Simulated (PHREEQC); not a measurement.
**Brackish or sea water: an equilibrium model**

Synthetic water in mg/kgw, 25 °C, pH 7.79, pe 10:

```
constituent         mg/kgw
------------------  ------
Na                    7110
K                     1340
Ca                    24.2
Mg                     368
Cl                   11500
S(6) as SO4           2170
Alkalinity as HCO3   0.247
Cd                    11.8
Sr                     5.6
```

Valence states are taken as typed.

The numbers come from PHREEQC with the ion-association model, phreeqc.dat.

```
Item                         Result
--------------------  -------------
ionic strength        0.389 mol/kgw
activity of water             0.988
specific conductance    33200 µS/cm
density                 1.013 g/cm³
charge-balance error          0.8 %
```

```tsv
species	molality	activity	log γ
Cl-	0.324	0.216	-0.176
Na+	0.304	0.220	-0.141
K+	0.0336	0.0222	-0.179
SO4-2	0.0142	0.00322	-0.644
Mg+2	0.0125	0.00378	-0.520
NaSO4-	0.00502	0.00354	-0.151
MgSO4	0.00261	0.00285	0.039
KSO4-	0.000711	0.000502	-0.151
Ca+2	0.000528	0.000144	-0.564
CaSO4	7.54e-5	8.24e-5	0.039
Sr+2	5.53e-5	1.50e-5	-0.565
CdCl+	5.52e-5	4.03e-5	-0.136
```

No solid was allowed to form.
